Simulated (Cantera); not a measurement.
An adiabatic, constant-pressure homogeneous reactor starts with CH4 : O2 : N2 : H2O = 1 : 6.45 : 24.3 : 2.1 (molar parts), at 1700 K and 6.60 bar. Integrator tolerance rtol = 1e-08.

Model: GRI-Mech 3.0 (53 species, 325 reactions), integrated in Cantera.

**Question.** What does this change do: O2 6.45 to 9.4 parts?

**Answer.** 
| quantity | before | after |
|---|---|---|
| time of steepest temperature rise | 39.0 µs | 30.8 µs |
| temperature at 8.00 s | 2266 K | 2220 K |
| equilibrium temperature | 2266 K | 2220 K |
| x(CH4) at 8.00 s | <1e-12 (gas-phase equilibrium <1e-12) | <1e-12 (gas-phase equilibrium <1e-12) |
| x(O2) at 8.00 s | 0.125 (gas-phase equilibrium 0.125) | 0.194 (gas-phase equilibrium 0.194) |
| x(H2O) at 8.00 s | 0.119 (gas-phase equilibrium 0.119) | 0.109 (gas-phase equilibrium 0.109) |
| x(H) at 8.00 s | 4.75e-5 (gas-phase equilibrium 4.75e-5) | 2.77e-5 (gas-phase equilibrium 2.77e-5) |
| x(CO2) at 8.00 s | 0.0292 (gas-phase equilibrium 0.0292) | 0.0270 (gas-phase equilibrium 0.0270) |

**Question.** What does this change do: pressure from 6.60 bar to 10.0 bar?

**Answer.** 
```json
[
 {"quantity": "time of steepest temperature rise", "before": "39.0 µs", "after": "28.2 µs"},
 {"quantity": "temperature at 8.00 s", "before": "2266 K", "after": "2269 K"},
 {"quantity": "equilibrium temperature", "before": "2266 K", "after": "2269 K"},
 {"quantity": "x(CH4) at 8.00 s", "before": "<1e-12 (gas-phase equilibrium <1e-12)", "after": "<1e-12 (gas-phase equilibrium <1e-12)"},
 {"quantity": "x(O2) at 8.00 s", "before": "0.125 (gas-phase equilibrium 0.125)", "after": "0.125 (gas-phase equilibrium 0.125)"},
 {"quantity": "x(H2O) at 8.00 s", "before": "0.119 (gas-phase equilibrium 0.119)", "after": "0.119 (gas-phase equilibrium 0.119)"},
 {"quantity": "x(H) at 8.00 s", "before": "4.75e-5 (gas-phase equilibrium 4.75e-5)", "after": "3.56e-5 (gas-phase equilibrium 3.56e-5)"},
 {"quantity": "x(CO2) at 8.00 s", "before": "0.0292 (gas-phase equilibrium 0.0292)", "after": "0.0293 (gas-phase equilibrium 0.0293)"}
]
```
